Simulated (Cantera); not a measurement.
## Moist CO burnout

An isothermal, constant-pressure homogeneous reactor starts with 1.59 % CO, 4.95 % O₂, 0.0206 % H₂O, 93.4 % N₂, at 1500 K and 1.88 atm.

Computed with Cantera and GRI-Mech 3.0 (53 species, 325 reactions).

| t (s) | x CO | x O₂ | x H₂O | x H₂O₂ | x H₂ | x HO₂ |
|---|---|---|---|---|---|---|
| 5.00e-6 | 0.0159 | 0.0495 | 0.000206 | <1e-12 | <1e-12 | 1.75e-11 |
| 1.38e-5 | 0.0159 | 0.0495 | 0.000206 | <1e-12 | <1e-12 | 4.87e-11 |
| 3.82e-5 | 0.0159 | 0.0495 | 0.000206 | <1e-12 | 1.06e-12 | 1.82e-10 |
| 0.000106 | 0.0159 | 0.0495 | 0.000206 | <1e-12 | 2.12e-11 | 1.43e-9 |
| 0.000292 | 0.0159 | 0.0495 | 0.000206 | <1e-12 | 4.63e-10 | 1.68e-8 |
| 0.000809 | 0.0158 | 0.0495 | 0.000204 | 8.28e-11 | 2.70e-8 | 3.80e-7 |
| 0.00224 | 0.0114 | 0.0465 | 0.000144 | 9.28e-9 | 2.93e-6 | 2.46e-6 |
| 0.00618 | 0.00249 | 0.0428 | 0.000173 | 6.09e-9 | 1.44e-6 | 1.59e-6 |
| 0.0171 | 0.000370 | 0.0420 | 0.000195 | 1.43e-9 | 2.57e-7 | 5.60e-7 |
| 0.0473 | 4.51e-5 | 0.0419 | 0.000202 | 2.64e-10 | 3.87e-8 | 1.22e-7 |
| 0.131 | 4.61e-6 | 0.0419 | 0.000205 | 5.07e-11 | 6.42e-9 | 1.77e-8 |
| 0.362 | 5.40e-7 | 0.0419 | 0.000206 | 1.51e-11 | 1.77e-9 | 3.99e-9 |
| 1.00 | 2.80e-7 | 0.0419 | 0.000206 | 1.21e-11 | 1.39e-9 | 3.09e-9 |
x: mole fraction; the columns are a selection and need not sum to one.

Equilibrium at this temperature and pressure: CO 2.80e-7, O₂ 0.0416, H₂O 0.000206, H₂O₂ 1.20e-11, H₂ 1.40e-9, HO₂ 3.07e-9 (gas phase only).
